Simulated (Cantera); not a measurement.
A perfectly stirred reactor is fed with C2H4 : H2 = 1 : 1 (molar parts), at 73.0 Pa; it is held at 1650 K, and followed from long to short residence time.

Model: GRI-Mech 3.0 (53 species, 325 reactions), integrated in Cantera. GRI-Mech 3.0 was tuned for natural gas; its chemistry of ethylene as a main component is partial and can be far from experiment. GRI-Mech 3.0 stops at C3 and has no aromatics, soot or wall deposition, so with more carbon than oxygen in the feed, carbon stays in small species such as C2H2 where larger ones or solid carbon would form. Radical loss at walls, strong at low pressure, is not modelled.

Question: Predict: x(C2H4) at τ = 8.80 s; x(H2) at τ = 8.80 s; x(C2H) at τ = 8.80 s; x(C2H6) at τ = 8.80 s; x(CH4) at τ = 8.80 s; x(C2H4) at τ = 57.0 ms; x(H2) at τ = 57.0 ms; x(C2H) at τ = 57.0 ms; x(C2H6) at τ = 57.0 ms; x(CH4) at τ = 57.0 ms.

Answer: 
```
Property                 Result
----------------------  -------
x(C2H4) at τ = 8.80 s    0.0194
x(H2) at τ = 8.80 s       0.660
x(C2H) at τ = 8.80 s    1.92e-7
x(C2H6) at τ = 8.80 s   3.97e-9
x(CH4) at τ = 8.80 s    2.13e-5
x(C2H4) at τ = 57.0 ms    0.462
x(H2) at τ = 57.0 ms      0.512
x(C2H) at τ = 57.0 ms   1.49e-9
x(C2H6) at τ = 57.0 ms  2.28e-8
x(CH4) at τ = 57.0 ms   3.20e-7
```
